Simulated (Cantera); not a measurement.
Feed: 1 mol Fe₂O₃, 0.16 mol H₂S, 0.39 mol H₂O, at 1625 K and 4500 Pa.

Method: chemical equilibrium by Gibbs-energy minimisation in Cantera with the NASA 1993 tables (ideal gas, pure condensed phases). Candidate condensed phases: Fe, FeO, Fe(OH)₂, Fe(OH)₃, FeS, FeSO₄, FeS₂, Fe₂O₃, Fe₂(SO₄)₃, Fe₃O₄, H₂O, H₂SO₄, S; 22 gas species. Mutual solubility and eutectic melting of coexisting phases are not modelled. The tables' stoichiometric FeO is somewhat more stable than real wüstite, so its field is too wide. FeO: taken at fixed stoichiometry. Kinetics and transport are ignored.

Base state: H₂O 0.763, SO₂ 0.224, H₂ 0.0120, SO 0.000897, OH 9.77e-5, H 3.64e-5, Fe(OH)₂ 3.56e-5, H₂S 1.22e-5 (mole fractions); condensed: FeO(s) + Fe₃O₄(s).

Q: What changes in the equilibrium state with this change: H₂S from 0.16 to 2.5 mol?

A: 
```csv
species,before,after
H₂O,0.763,0.611
H₂,0.0120,0.177
S₂,5.33e-6,0.0916
SO₂,0.224,0.0858
H₂S,1.22e-5,0.0236
Fe(OH)₂,3.56e-5,2.85e-5
S₂O,1.18e-6,0.00110
SH,6.46e-6,0.00326
S,1.69e-6,0.000222
SO,0.000897,0.00635
"FeO(s), mol",0.413,0.583
"Fe₃O₄(s), mol",0.529,0
"FeS(l), mol",0,1.42
```
Metal and sulfide melt together well below either melting point, which pure phases cannot show. FeO, FeS: taken at fixed stoichiometry.

Q: What changes in the equilibrium state with this change: Fe₂O₃ replaced by FeS₂?

A: 
| species | before | after |
|---|---|---|
| S₂ | 5.33e-6 | 0.461 |
| H₂O | 0.763 | 0.262 |
| H₂ | 0.0120 | 0.171 |
| SO₂ | 0.224 | 0.0378 |
| H₂S | 1.22e-5 | 0.0513 |
| Fe(OH)₂ | 3.56e-5 | 2.42e-6 |
| S₂O | 1.18e-6 | 0.00244 |
| SH | 6.46e-6 | 0.00720 |
| S | 1.69e-6 | 0.000497 |
| FeO(s), mol | 0.413 | 0 |
| Fe₃O₄(s), mol | 0.529 | 0 |
| FeS(l), mol | 0 | 1.000 |
FeS: taken at fixed stoichiometry.

Q: What changes in the equilibrium state with this change: temperature from 1625 K to 625 K?

A: 
| species | before | after |
|---|---|---|
| H₂O | 0.763 | 0.920 |
| SO₂ | 0.224 | 0.0795 |
| H₂S | 1.22e-5 | 0.000553 |
| H₂ | 0.0120 | 1.05e-5 |
| Fe(OH)₂ | 3.56e-5 | <1e-9 |
| SO | 0.000897 | <1e-9 |
| OH | 9.77e-5 | <1e-9 |
| H | 3.64e-5 | <1e-9 |
| FeO(s), mol | 0.413 | 0 |
| Fe₃O₄(s), mol | 0.529 | 0.341 |
| FeS₂(s), mol | 0 | 0.0561 |
| Fe₂O₃(s), mol | 0 | 0.460 |
